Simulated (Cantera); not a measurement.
Charge: 1 mol HMDSO, 0.37 mol CO2, equilibrated at 1198.15 K and 133 Pa.

These are equilibrium values from Cantera (NASA tables, ideal gas, pure condensed phases), not measurements of a reactor. Candidate condensed phases: C, C6H6, C7H8, C8H18, H2O, Si, SiC, SiO2; 123 gas species. The feed counts by its element totals alone. Mutual solubility and eutectic melting of coexisting phases are not modelled. The tables hold silica as quartz up to 1696 K and as liquid above; real silica turns to tridymite and cristobalite and melts near 1996 K. The numbers say what is thermodynamically allowed, not how fast it happens.

Base state: H2 0.961, CO 0.0390, CH4 1.97e-5, SiO 1.56e-5 (mole fractions); condensed: C(graphite) + SiC(s) + SiO2(β-quartz).

What changes in the equilibrium state with this change: temperature from 1198.15 K to 575 K?


```csv
species,before,after
H2,0.961,0.824
CH4,1.97e-5,0.176
CO,0.0390,<1e-9
SiO,1.56e-5,<1e-9
"C(graphite), mol",4.69,3.89
"SiC(s), mol",1.31,1.13
"SiO2(β-quartz), mol",0.687,0
"SiO2(α-quartz), mol",0,0.870
```

What changes in the equilibrium state with this change: HMDSO replaced by SiH4?


```
species               before     after
-------------------  -------  --------
H2                     0.961     1.000
SiO                  1.56e-5  0.000381
CO                    0.0390   2.65e-6
CH4                  1.97e-5   3.56e-8
C(graphite), mol        4.69         0
SiC(s), mol             1.31     0.370
SiO2(β-quartz), mol    0.687     0.370
Si(s), mol                 0     0.260
```
